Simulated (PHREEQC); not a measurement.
Ultrapure water in contact with air or piping: speciation

Synthetic water in mg/L, 25 °C, pH 6.66, pe 9.3:

| constituent | mg/L |
|---|---|
| Na | 0.0101 |
| K | 0.0107 |
| Ca | 0.00493 |
| Mg | 0.00631 |
| Cl | 0.0251 |
| S(6) as SO4 | 0.00245 |
| Alkalinity as HCO3 | 0.0462 |
| Pb | 0.00144 |
| Ba | 2.21e-05 |
| Zn | 0.00176 |
| Si as SiO2 | 0.0023 |
| B | 2.28e-06 |

Valence states are taken as typed.

Computed with PHREEQC (ion-association model, phreeqc.dat).

This is a speciation only: nothing precipitates in the calculation.

**Question.** Estimate the charge-balance error.

**Answer.** charge-balance error 0.9 %.

**Question.** In which forms is Pb present?

**Answer.** Pb+2 91 %, PbOH+ 8.1 % of the Pb.
